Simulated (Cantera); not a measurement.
Charge: 1 mol Ta, 1.1 mol CH4, at 902 °C and 0.860 Pa.

Cantera equilibrium calculation (NASA polynomials, part measured and part estimated; ideal gas, pure solids and liquids). Candidate condensed phases: C, C6H6, C7H8, C8H18, Ta, TaC; 77 gas species. TaC: taken at fixed stoichiometry. Condensed phases not in the tables: Ta2C. The numbers say what is thermodynamically allowed, not how fast it happens.

Base state: H2 1.000, H 4.18e-5 (mole fractions); condensed: C(graphite) + TaC(s).

### Question
What changes in the equilibrium state with this change: temperature from 902 °C to 1275 °C?

### Answer
| species | before | after |
|---|---|---|
| H2 | 1.000 | 0.990 |
| H | 4.18e-5 | 0.0104 |
| C2H2 (acetylene) | 6.37e-8 | 1.55e-5 |
| C(graphite), mol | 0.1000 | 0.0999 |
| TaC(s), mol | 1.00 | 1.00 |

### Question
What changes in the equilibrium state with this change: temperature from 902 °C to 2277 °C?

### Answer
```
species            before     after
----------------  -------  --------
H                 4.18e-5     0.976
C                   <1e-9    0.0111
H2                  1.000   0.00842
C3                  <1e-9   0.00310
C2                  <1e-9  0.000985
C(graphite), mol   0.1000         0
TaC(s), mol          1.00     1.000
```
